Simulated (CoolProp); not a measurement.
Vapour-liquid equilibrium of n-heptane (1) + ethylbenzene (2) at 696 kPa; x and y are mole fractions of (1).

Computed with CoolProp (multi-fluid Helmholtz-energy mixture model, Span 2003 and Zhou 2012; pair parameters Bell 2016).

```
x     bubble temperature (°C)  y at the bubble point  dew temperature at overall composition x (°C)  liquid density (mol/L)
----  -----------------------  ---------------------  ---------------------------------------------  ----------------------
0.05                    222.2                  0.102                                          224.3                   6.175
0.2                     211.9                  0.344                                          218.2                   6.037
0.35                    203.8                  0.520                                          211.6                   5.886
0.5                     197.2                  0.658                                          204.8                   5.729
0.65                    191.6                  0.773                                          197.6                   5.573
0.8                     186.7                  0.875                                          190.3                   5.419
0.95                    182.3                  0.969                                          183.1                   5.271
```

No azeotrope shows between x = 0.05 and 0.95.

The pair parameters rest on a limited set of measurements; away from them the model extrapolates.
